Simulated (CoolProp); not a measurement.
Normal hydrogen along the isobar 74.1 bar: density (kg/m³) from the reference equation and from simpler models built on Tc = -240.0 °C, pc = 12.96 bar, ω = -0.219; each cubic takes its own stable root.

Values from CoolProp's reference Helmholtz-energy equation of state, Leachman 2009.

| T (°C) | phase | reference | Redlich-Kwong | Soave-Redlich-Kwong | Peng-Robinson |
|---|---|---|---|---|---|
| -242.25 | liquid | 68.98 | 72.83 | … | … |
| -232.25 | supercritical | 57.58 | 54.79 | 57.39 | 63.44 |
| -222.25 | supercritical | 44.33 | 40.01 | 43.87 | 47.93 |
| -212.25 | supercritical | 33.69 | 30.83 | 33.92 | … |
| -202.25 | supercritical | 26.95 | 25.23 | 27.40 | 29.37 |
| -192.25 | supercritical | 22.61 | 21.52 | 23.05 | 24.52 |
| -182.35 | supercritical | 19.61 | 18.87 | 19.99 | 21.14 |
| -172.35 | supercritical | 17.37 | 16.85 | 17.69 | 18.60 |
| -162.35 | supercritical | 15.63 | 15.25 | 15.90 | 16.64 |
| -152.35 | supercritical | 14.24 | 13.95 | 14.46 | 15.08 |
| -142.35 | supercritical | … | 12.87 | 13.28 | 13.80 |
| -132.35 | supercritical | 12.13 | … | 12.29 | 12.73 |
| -122.35 | supercritical | 11.30 | 11.17 | 11.44 | 11.83 |

Question: Some entries are withheld; supply them.

Answer: 
- -242.25, Soave-Redlich-Kwong: 72.05
- -242.25, Peng-Robinson: 80.33
- -212.25, Peng-Robinson: 36.68
- -142.35, reference: 13.09
- -132.35, Redlich-Kwong: 11.96
